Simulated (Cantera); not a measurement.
**Thermodynamics of silicon carbide growth, feed SiH₄ + CH₄ + H₂**

Input: 1 mol SiH₄, 0.18 mol CH₄, 14 mol H₂, held at 590 Pa.

These are equilibrium values from Cantera (NASA tables, ideal gas, pure condensed phases), not measurements of a reactor. Candidate condensed phases: C, C₆H₆, C₇H₈, C₈H₁₈, Si, SiC; 87 gas species. Mutual solubility and eutectic melting of coexisting phases are not modelled. Gases not in the tables: Si₂H₆ and higher silanes. Kinetics and transport are ignored.

From 1200 °C to 1400 °C the condensed part is Si(s) + SiC(s). From 1500 °C to 1800 °C the condensed part is Si(l) + SiC(s). From 1900 °C to 2000 °C the condensed part is SiC(s). From 2100 °C to 2300 °C nothing is condensed. The main Si-bearing gas is SiH₂ at 1200 °C and Si at 2300 °C.

| T (°C) | x H₂ | x H | x Si | x Si₂C | x SiC₂ | x C₂H₂ (acetylene) | x SiH | x Si₂ | n Si(s) | n SiC(s) | n Si(l) |
|---|---|---|---|---|---|---|---|---|---|---|---|
| 1200 | 1.000 | 0.000165 | 9.28e-7 | 1.14e-9 | <1e-12 | 2.79e-10 | 2.56e-7 | 9.75e-10 | 0.820 | 0.180 | 0 |
| 1300 | 0.999 | 0.000529 | 9.32e-6 | 2.45e-8 | 2.70e-12 | 1.89e-9 | 1.72e-6 | 1.96e-8 | 0.820 | 0.180 | 0 |
| 1400 | 0.998 | 0.00148 | 7.08e-5 | 3.62e-7 | 8.28e-11 | 1.02e-8 | 9.19e-6 | 2.73e-7 | 0.818 | 0.180 | 0 |
| 1500 | 0.996 | 0.00370 | 0.000361 | 3.31e-6 | 2.02e-9 | 6.29e-8 | 3.42e-5 | 2.01e-6 | 0 | 0.180 | 0.813 |
| 1600 | 0.990 | 0.00836 | 0.00149 | 2.30e-5 | 3.61e-8 | 3.40e-7 | 0.000106 | 1.12e-5 | 0 | 0.180 | 0.792 |
| 1700 | 0.977 | 0.0174 | 0.00535 | 0.000131 | 4.78e-7 | 1.54e-6 | 0.000294 | 5.19e-5 | 0 | 0.178 | 0.720 |
| 1800 | 0.948 | 0.0333 | 0.0169 | 0.000623 | 4.91e-6 | 5.88e-6 | 0.000727 | 0.000207 | 0 | 0.169 | 0.499 |
| 1900 | 0.895 | 0.0594 | 0.0413 | 0.00221 | 4.70e-5 | 2.59e-5 | 0.00140 | 0.000540 | 0 | 0.138 | 0 |
| 2000 | 0.851 | 0.101 | 0.0421 | 0.00314 | 0.000813 | 0.000493 | 0.00115 | 0.000262 | 0 | 0.0756 | 0 |
| 2100 | 0.787 | 0.161 | 0.0452 | 0.00214 | 0.00229 | 0.00139 | 0.000996 | 0.000151 | 0 | 0 | 0 |
| 2200 | 0.705 | 0.244 | 0.0454 | 0.000891 | 0.00249 | 0.00156 | 0.000806 | 8.04e-5 | 0 | 0 | 0 |
| 2300 | 0.604 | 0.347 | 0.0437 | 0.000355 | 0.00243 | 0.00154 | 0.000619 | 4.15e-5 | 0 | 0 | 0 |
x: gas mole fraction; n: condensed amount in mol.
